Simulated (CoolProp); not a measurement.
Vapour-liquid equilibrium of n-heptane (1) + n-dodecane (2) at 0.00418 MPa; x and y are mole fractions of (1).

Model: multi-fluid Helmholtz-energy mixture model, Span 2003 and Lemmon 2004; pair parameters Bell 2016, in CoolProp.

```tsv
x	bubble temperature (K)	y at the bubble point	dew temperature at overall composition x (K)	liquid density (mol/L)
0.05	359.2	0.769	388.1	4.188
0.15	331.9	0.957	385.6	4.477
0.25	318.9	0.984	382.8	…
0.35	311.0	…	379.7	…
0.45	305.6	0.996	376.2	5.195
0.55	301.6	0.997	372.0	5.447
0.65	298.5	…	367.0	5.716
0.75	296.0	0.999	…	6.005
0.85	293.8	0.999	351.5	6.318
0.95	291.8	1.000	334.1	6.660
```

Task: Complete the blanks.

Result: 
- 0.25, liquid density (mol/L): 4.719
- 0.35, y at the bubble point: 0.992
- 0.35, liquid density (mol/L): 4.954
- 0.65, y at the bubble point: 0.998
- 0.75, dew temperature at overall composition x (K): 360.6

No azeotrope shows between x = 0.05 and 0.95.

The pair parameters rest on a limited set of measurements; away from them the model extrapolates. The gap from Raoult's law changes sign with composition, which may be real or a fault of the pair parameters; it wasn't checked against measurements.
